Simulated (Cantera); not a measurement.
**Thermodynamics of fluorocarbon and chlorocarbon gases, feed CF₄ + F₂ + H₂**

Feed: 1 mol CF₄, 0.099 mol F₂, 2.3 mol H₂, equilibrated at 1.00 Torr.

Equilibrium computed with Cantera from the NASA thermochemical tables; the gas is ideal and each condensed phase is pure. Candidate condensed phases: C, C₆H₆, C₇H₈, C₈H₁₈; 110 gas species. Ions and electrons are included (thermal ionisation). Rates play no part.

```json
[
 {"T (°C)": "1727", "x HF": "0.950", "x H": "0.00902", "x F": "8.59e-5", "x C": "2.28e-8", "x H₂": "0.0410", "x C₃": "2.08e-8", "x CF": "3.99e-7", "n C(graphite)": "1.000"},
 {"T (°C)": "1977", "x HF": "0.936", "x H": "0.0342", "x F": "0.00115", "x C": "2.73e-6", "x H₂": "0.0283", "x C₃": "4.87e-6", "x CF": "1.59e-5", "n C(graphite)": "0.999"},
 {"T (°C)": "2227", "x HF": "0.900", "x H": "0.0753", "x F": "0.0118", "x C": "0.000125", "x H₂": "0.0120", "x C₃": "0.000373", "x CF": "0.000386", "n C(graphite)": "0.990"},
 {"T (°C)": "2477", "x HF": "0.759", "x H": "0.143", "x F": "0.0704", "x C": "0.00283", "x H₂": "0.00581", "x C₃": "0.0127", "x CF": "0.00461", "n C(graphite)": "0.749"},
 {"T (°C)": "2727", "x HF": "0.455", "x H": "0.266", "x F": "0.198", "x C": "0.0204", "x H₂": "0.00378", "x C₃": "0.0363", "x CF": "0.0123", "n C(graphite)": "0"},
 {"T (°C)": "2977", "x HF": "0.181", "x H": "0.392", "x F": "0.335", "x C": "0.0577", "x H₂": "0.00199", "x C₃": "0.0132", "x CF": "0.0106", "n C(graphite)": "0"},
 {"T (°C)": "3227", "x HF": "0.0507", "x H": "0.447", "x F": "0.400", "x C": "0.0911", "x H₂": "0.000763", "x C₃": "0.00150", "x CF": "0.00455", "n C(graphite)": "0"},
 {"T (°C)": "3477", "x HF": "0.0140", "x H": "0.463", "x F": "0.420", "x C": "0.0996", "x H₂": "0.000284", "x C₃": "9.07e-5", "x CF": "0.00145", "n C(graphite)": "0"},
 {"T (°C)": "3727", "x HF": "0.00431", "x H": "0.467", "x F": "0.426", "x C": "0.101", "x H₂": "0.000115", "x C₃": "6.47e-6", "x CF": "0.000487", "n C(graphite)": "0"},
 {"T (°C)": "3977", "x HF": "0.00150", "x H": "0.469", "x F": "0.428", "x C": "0.102", "x H₂": "5.08e-5", "x C₃": "6.08e-7", "x CF": "0.000182", "n C(graphite)": "0"},
 {"T (°C)": "4227", "x HF": "0.000584", "x H": "0.469", "x F": "0.428", "x C": "0.102", "x H₂": "2.45e-5", "x C₃": "7.37e-8", "x CF": "7.52e-5", "n C(graphite)": "0"},
 {"T (°C)": "4477", "x HF": "0.000251", "x H": "0.469", "x F": "0.428", "x C": "0.102", "x H₂": "1.28e-5", "x C₃": "1.11e-8", "x CF": "3.40e-5", "n C(graphite)": "0"},
 {"T (°C)": "4727", "x HF": "0.000117", "x H": "0.469", "x F": "0.428", "x C": "0.101", "x H₂": "7.09e-6", "x C₃": "2.01e-9", "x CF": "1.66e-5", "n C(graphite)": "0"}
]
```
x: gas mole fraction; n: condensed amount in mol.

From 1727 °C to 2477 °C the condensed part is C(graphite). From 2727 °C to 4727 °C nothing is condensed. The main C-bearing gas is C₂H₂ (acetylene) at 1727 °C and C at 4727 °C.
